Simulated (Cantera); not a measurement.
NO annealing gas

A perfectly stirred reactor is fed with 28.6 % NO, 71.4 % N2, at 390 Torr; it is held at 2073 K, and followed from long to short residence time.

Detailed kinetics in Cantera: GRI-Mech 3.0 (53 species, 325 reactions).

```json
[
 {"τ (s)": "1.5", "x NO": "0.105", "x N2O": "5.04e-6", "x O2": "0.0900", "x N2": "0.804", "x O": "0.000488", "x NO2": "7.63e-5"},
 {"τ (s)": "0.62", "x NO": "0.166", "x N2O": "1.25e-5", "x O2": "0.0595", "x N2": "0.774", "x O": "0.000404", "x NO2": "9.91e-5"},
 {"τ (s)": "0.26", "x NO": "0.222", "x N2O": "2.27e-5", "x O2": "0.0314", "x N2": "0.746", "x O": "0.000307", "x NO2": "9.93e-5"},
 {"τ (s)": "0.11", "x NO": "0.257", "x N2O": "3.10e-5", "x O2": "0.0139", "x N2": "0.728", "x O": "0.000226", "x NO2": "8.29e-5"},
 {"τ (s)": "0.045", "x NO": "0.274", "x N2O": "3.55e-5", "x O2": "0.00553", "x N2": "0.720", "x O": "0.000173", "x NO2": "6.59e-5"},
 {"τ (s)": "0.019", "x NO": "0.281", "x N2O": "3.70e-5", "x O2": "0.00221", "x N2": "0.717", "x O": "0.000144", "x NO2": "5.55e-5"},
 {"τ (s)": "0.0078", "x NO": "0.284", "x N2O": "3.66e-5", "x O2": "0.000824", "x N2": "0.715", "x O": "0.000126", "x NO2": "4.84e-5"},
 {"τ (s)": "0.0033", "x NO": "0.285", "x N2O": "3.44e-5", "x O2": "0.000286", "x N2": "0.715", "x O": "0.000108", "x NO2": "4.14e-5"},
 {"τ (s)": "0.0014", "x NO": "0.285", "x N2O": "2.96e-5", "x O2": "7.88e-5", "x N2": "0.714", "x O": "8.09e-5", "x NO2": "3.09e-5"},
 {"τ (s)": "0.00056", "x NO": "0.286", "x N2O": "2.15e-5", "x O2": "1.28e-5", "x N2": "0.714", "x O": "4.40e-5", "x NO2": "1.61e-5"}
]
```
x: mole fraction; the columns are a selection and need not sum to one.
